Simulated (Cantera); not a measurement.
A Cantera script and its output.

```python
import numpy as np
import cantera as ct

gas = ct.Solution("gri30.yaml")
gas.TPX = 900, 101325, {'CO': 0.017, 'O2': 0.17, 'H2O': 0.0054, 'N2': 1}
reactor = ct.IdealGasConstPressureReactor(gas, energy="off", clone=False)
net = ct.ReactorNet([reactor])
net.rtol, net.atol = 1e-08, 1e-18
show = ['CO', 'O2', 'H2O', 'OH', 'NO2']
times = np.geomspace(5e-06, 20, 14)

steps = ct.SolutionArray(gas, extra=["t"])
rows = []
print(f"{'t/s':>10s}{'T/K':>9s}{'P/Pa':>11s}" + "".join(f"{s:>11s}" for s in show))
for t in times:
    while net.time < t:
        t_next = net.step()
        steps.append(gas.state, t=t_next)
    rows.append([np.interp(t, steps.t, y) for y in (steps.T, steps.P, *steps(*show).X.T)])
    print(f"{t:10.3e}{rows[-1][0]:9.1f}{rows[-1][1]:11.4g}" + "".join(f"{x:11.3e}" for x in rows[-1][2:]))
rate = np.gradient(steps.T, steps.t)
print("integrator steps:", len(steps.t))
if steps.T.max() > steps.T[0] + 200:
    print(f"time of steepest temperature rise: {steps.t[rate.argmax()]:.4e} s")
gas.TPX = 900, 101325, {'CO': 0.017, 'O2': 0.17, 'H2O': 0.0054, 'N2': 1}
gas.equilibrate("TP")
print(f"equilibrium (TP): T = {gas.T:.1f} K  " + "  ".join(f"{s} {gas[s].X[0]:.3e}" for s in show))
```

Result:

```
       t/s      T/K       P/Pa         CO         O2        H2O         OH        NO2
 5.000e-06    900.0  1.013e+05  1.426e-02  1.426e-01  4.529e-03  3.228e-16  3.875e-38
 1.610e-05    900.0  1.013e+05  1.426e-02  1.426e-01  4.529e-03  2.485e-15  1.647e-36
 5.184e-05    900.0  1.013e+05  1.426e-02  1.426e-01  4.529e-03  1.774e-14  8.829e-35
 1.669e-04    900.0  1.013e+05  1.426e-02  1.426e-01  4.529e-03  9.065e-14  6.154e-33
 5.375e-04    900.0  1.013e+05  1.426e-02  1.426e-01  4.529e-03  3.247e-13  7.046e-31
 1.731e-03    900.0  1.013e+05  1.426e-02  1.426e-01  4.529e-03  9.291e-13  1.183e-28
 5.573e-03    900.0  1.013e+05  1.426e-02  1.426e-01  4.529e-03  2.018e-12  1.984e-26
 1.794e-02    900.0  1.013e+05  1.426e-02  1.426e-01  4.529e-03  3.682e-12  2.163e-24
 5.778e-02    900.0  1.013e+05  1.426e-02  1.426e-01  4.529e-03  8.960e-12  1.933e-22
 1.860e-01    900.0  1.013e+05  1.426e-02  1.426e-01  4.529e-03  3.396e-11  3.164e-20
 5.991e-01    900.0  1.013e+05  1.425e-02  1.426e-01  4.529e-03  2.716e-10  3.212e-17
 1.929e+00    900.0  1.013e+05  1.415e-02  1.425e-01  4.528e-03  2.314e-09  3.060e-14
 6.211e+00    900.0  1.013e+05  1.315e-02  1.421e-01  4.527e-03  5.202e-09  2.057e-12
 2.000e+01    900.0  1.013e+05  9.854e-03  1.407e-01  4.533e-03  5.647e-09  3.271e-11
integrator steps: 564
equilibrium (TP): T = 900.0 K  CO 5.406e-14  O2 1.364e-01  H2O 4.561e-03  OH 2.515e-09  NO2 7.309e-07
```

Cantera simulation using GRI-Mech 3.0 (53 species, 325 reactions); the numbers are that mechanism's predictions, not measurements.
